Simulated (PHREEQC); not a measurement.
Dissolve 1.3 mmol/kgw KHCO3 and 0.11 mmol/kgw NaF at 25 °C. Closed to the air; pH follows from the charge balance.

Computed with PHREEQC (ion-association model, phreeqc.dat).

Each row changes one thing in this solution. This is a speciation only: nothing precipitates in the calculation.

```json
[
 {"case": "as made", "pH": "8.27", "ionic strength (mol/kgw)": "0.00142", "CO2 (mol/kgw)": "1.47e-5", "CO3-2 (mol/kgw)": "1.27e-5", "NaHCO3 (mol/kgw)": "7.23e-8", "NaCO3- (mol/kgw)": "2.20e-8"},
 {"case": "NaF replaced by NaBF4 at the same molality", "pH": "6.80", "ionic strength (mol/kgw)": "0.00141", "CO2 (mol/kgw)": "0.000331", "CO3-2 (mol/kgw)": "3.25e-7", "NaHCO3 (mol/kgw)": "5.51e-8", "NaCO3- (mol/kgw)": "5.64e-10"},
 {"case": "NaF from 0.00011 to 0.000165 mol/kgw", "pH": "8.27", "ionic strength (mol/kgw)": "0.00148", "CO2 (mol/kgw)": "1.47e-5", "CO3-2 (mol/kgw)": "1.27e-5", "NaHCO3 (mol/kgw)": "1.08e-7", "NaCO3- (mol/kgw)": "3.28e-8"},
 {"case": "temperature from 25 to 50 °C", "pH": "___", "ionic strength (mol/kgw)": "0.00142", "CO2 (mol/kgw)": "1.90e-5", "CO3-2 (mol/kgw)": "1.19e-5", "NaHCO3 (mol/kgw)": "6.30e-8", "NaCO3- (mol/kgw)": "6.56e-8"},
 {"case": "KHCO3 from 0.0013 to 0.0026 mol/kgw", "pH": "8.28", "ionic strength (mol/kgw)": "0.00274", "CO2 (mol/kgw)": "2.87e-5", "CO3-2 (mol/kgw)": "2.66e-5", "NaHCO3 (mol/kgw)": "1.40e-7", "NaCO3- (mol/kgw)": "4.35e-8"},
 {"case": "temperature from 25 to 65 °C", "pH": "8.00", "ionic strength (mol/kgw)": "0.00142", "CO2 (mol/kgw)": "___", "CO3-2 (mol/kgw)": "1.07e-5", "NaHCO3 (mol/kgw)": "5.85e-8", "NaCO3- (mol/kgw)": "1.08e-7"}
]
```

**Question.** Complete the blanks.

**Answer.** 
- temperature from 25 to 50 °C, pH: 8.09
- temperature from 25 to 65 °C, CO2 (mol/kgw): 2.39e-5

Constants without temperature data keep their 25 °C values here. Real BF4- forms and hydrolyses slowly; the run takes it at equilibrium.
